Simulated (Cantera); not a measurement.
**Equilibrium for iron carbonyl, mercury and lead vapours: Hg + H₂**

A closed system holds: 1 mol Hg, a varied amount of H₂, at 523 K and 0.133 bar.

Equilibrium computed with Cantera from the NASA thermochemical tables; the gas is ideal and each condensed phase is pure. Candidate condensed phases: Hg; 3 gas species. Kinetics and transport are ignored.

| n(H₂) (mol) | x Hg | x H₂ | n Hg(l) |
|---|---|---|---|
| 0.1 | 0.735 | 0.265 | 0.723 |
| 0.13 | 0.735 | 0.265 | 0.640 |
| 0.17 | 0.735 | 0.265 | 0.530 |
| 0.22 | 0.735 | 0.265 | 0.391 |
| 0.28 | 0.735 | 0.265 | 0.225 |
| 0.36 | 0.735 | 0.265 | 0.00386 |
| 0.47 | 0.680 | 0.320 | 0 |
| 0.61 | 0.621 | 0.379 | 0 |
| 0.78 | 0.562 | 0.438 | 0 |
| 1 | 0.500 | 0.500 | 0 |
| 1.3 | 0.435 | 0.565 | 0 |
| 1.7 | 0.370 | 0.630 | 0 |
| 2.2 | 0.312 | 0.688 | 0 |
x: gas mole fraction; n: condensed amount in mol.

From 0.1 mol H₂ to 0.36 mol H₂ the condensed part is Hg(l). From 0.47 mol H₂ to 2.2 mol H₂ nothing is condensed. The main Hg-bearing gas is Hg throughout.
